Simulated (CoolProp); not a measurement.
R115 along the isotherm 95.25 °C: fugacity coefficient from the reference equation and from simpler models built on Tc = 80.0 °C, pc = 3.129 MPa, ω = 0.248; each cubic takes its own stable root.

Values from CoolProp's reference Helmholtz-energy equation of state, Lemmon 2016.

```tsv
p (MPa)	phase	reference	van der Waals	Redlich-Kwong	Soave-Redlich-Kwong	Peng-Robinson
0.469	gas	0.9578	0.9600	0.9552	0.9562	0.9509
0.939	gas	0.9157	0.9202	0.9112	0.9130	0.9031
1.41	gas	0.8738	0.8804	0.8677	0.8704	0.8565
1.88	gas	0.8321	0.8406	0.8248	0.8285	0.8111
2.35	gas	0.7902	0.8004	0.7823	0.7870	0.7667
2.82	gas	0.7480	0.7595	0.7398	0.7456	0.7230
3.29	supercritical	0.7049	0.7167	0.6966	0.7040	0.6796
3.76	supercritical	0.6604	0.6691	0.6517	0.6613	0.6360
4.22	supercritical	0.6154	0.6222	0.6066	0.6187	0.5932
4.69	supercritical	0.5724	0.5819	0.5657	0.5786	0.5533
```
